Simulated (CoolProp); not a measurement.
Vapour-liquid equilibrium of ethylbenzene (1) + m-xylene (2) at 129.95 °C; x and y are mole fractions of (1).

Computed with CoolProp (multi-fluid Helmholtz-energy mixture model, Zhou 2012 and Zhou 2012; pair parameters Bell 2016).

```tsv
x	bubble pressure (MPa)	y at the bubble point	dew pressure at overall composition x (MPa)	liquid density (mol/L)
0.05	0.07923	0.055	0.07920	7.199
0.2	0.08041	0.215	0.08030	7.199
0.35	0.08151	0.369	0.08138	7.200
0.5	0.08255	0.520	0.08242	7.203
0.65	0.08352	0.666	0.08342	7.206
0.8	0.08442	0.810	0.08436	7.211
0.95	0.08524	0.953	0.08522	7.217
```

No azeotrope shows between x = 0.05 and 0.95.

Pair parameters are fitted to limited data, so mixtures are less certain than the pure fluids.
